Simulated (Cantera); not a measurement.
Charge: 1 mol Si, 2.7 mol HBr, equilibrated at 702 °C.

Cantera equilibrium calculation (NASA polynomials, part measured and part estimated; ideal gas, pure solids and liquids). Candidate condensed phases: Br2, Si; 19 gas species. Equilibrium is a limit: real reactors are often held back by kinetics, nucleation or transport.

Problem. What share of the Si ends up in condensed phases as a function of P (Pa), at 1, 4.20, 18, 75, 320, 1300, 5600, 24000, 100000?

Solution. 
| P (Pa) | Si condensed (%) | as |
|---|---|---|
| 1 | 30.5 | Si(s) |
| 4.20 | 34.3 | Si(s) |
| 18 | 35.7 | Si(s) |
| 75 | 35.6 | Si(s) |
| 320 | 35.0 | Si(s) |
| 1300 | 34.2 | Si(s) |
| 5600 | 33.4 | Si(s) |
| 24000 | 32.5 | Si(s) |
| 100000 | 31.6 | Si(s) |
